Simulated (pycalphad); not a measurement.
An equivalent pycalphad script:

```python
from pycalphad import Database, equilibrium, calculate, variables as v
import numpy as np
db = Database('COST507.tdb')
comps = ['AL', 'SI', 'MG', 'CU', 'VA']
phases = ['ALCU_DELTA', 'ALCU_EPSILON', 'ALCU_ETA', 'ALCU_PRIME', 'ALCU_THETA', 'ALCU_ZETA', 'ALMG_BETA', 'ALMG_EPS', 'ALMG_GAMMA', 'BCC_A2', 'CU19SI6_ETA', 'CU33SI7_DELTA', 'CU4SI_EPSILON', 'CU56SI11_GAMMA', 'CUMG2', 'CUMGSI_SIGMA', 'CUMGSI_TAU', 'DIAMOND_A4', 'FCC_A1', 'GAMMA_D83', 'GAMMA_H', 'HCP_A3', 'LAVES_C15', 'LAVES_C36', 'LIQUID', 'MG2SI', 'QPHASE', 'SPHASE', 'TAU', 'VPHASE']
eq = equilibrium(db, comps, phases, {v.X('SI'): 0.0059, v.X('MG'): 0.1245, v.X('CU'): 0.0078, v.T: np.arange(1650, 349, -25), v.P: 101325, v.N: 1}, output=['HM', 'SM'])
```

Computed with pycalphad from the COST 507 light-alloy database (1999), at 1 atm. No gas phase is included, though pure Mg would boil below 1377 °C. These are 1990s assessments: newer ones move some temperatures and phases. The system is extrapolated from its subsystems; higher-order compounds may be missing. Phase fractions are per mole of atoms. Diffusion is slow at the low end, where real alloys seldom reach equilibrium.

Results at three of the temperatures:

```
T = 1625.00 K, P = 101325 Pa, N = 1 mol of atoms
G = -100955 J/mol, H = 49465 J/mol, S = 92.57 J/(mol K)  (SER reference)
chemical potentials (J/mol): Al -95872, Si -147203, Mg -127923, Cu -197203
phase             fraction      x(Al)      x(Si)      x(Mg)      x(Cu)
LIQUID              1.0000     0.8618     0.0059     0.1245     0.0078
```

```
T = 950.00 K, P = 101325 Pa, N = 1 mol of atoms
G = -43750 J/mol, H = 27884 J/mol, S = 75.40 J/(mol K)  (SER reference)
chemical potentials (J/mol): Al -40168, Si -64080, Mg -63127, Cu -114948
phase             fraction      x(Al)      x(Si)      x(Mg)      x(Cu)
LIQUID              1.0000     0.8618     0.0059     0.1245     0.0078
```

```
T = 500.00 K, P = 101325 Pa, N = 1 mol of atoms
G = -17606 J/mol, H = 4229 J/mol, S = 43.67 J/(mol K)  (SER reference)
chemical potentials (J/mol): Al -15754, Si -58936, Mg -24074, Cu -87693
phase             fraction      x(Al)      x(Si)      x(Mg)      x(Cu)
FCC_A1              0.7908     0.9534   1.33e-09     0.0466   2.53e-06
TAU                 0.1854     0.5616       none     0.3964     0.0421
MG2SI               0.0177       none     0.3333     0.6667       none
ALMG_BETA           0.0061     0.6114       none     0.3886       none
```

Changes of the phase set, refined by bisection:

```csv
T (°C),phases above,phases below
594.9,LIQUID,FCC_A1 + LIQUID
562.0,FCC_A1 + LIQUID,FCC_A1 + LIQUID + MG2SI
469.6,FCC_A1 + LIQUID + MG2SI,FCC_A1 + MG2SI + TAU
234.7,FCC_A1 + MG2SI + TAU,ALMG_BETA + FCC_A1 + MG2SI + TAU
```

Database names, with the compositions (at.%) that they take in these runs: MG2SI: Mg 67 Si 33; TAU: Al 53-57 Mg 39 Cu 4-8; ALMG_BETA: Al 61 Mg 39. FCC_A1 is fcc. An entry "none" or "no" means that the model of the phase leaves that element out.
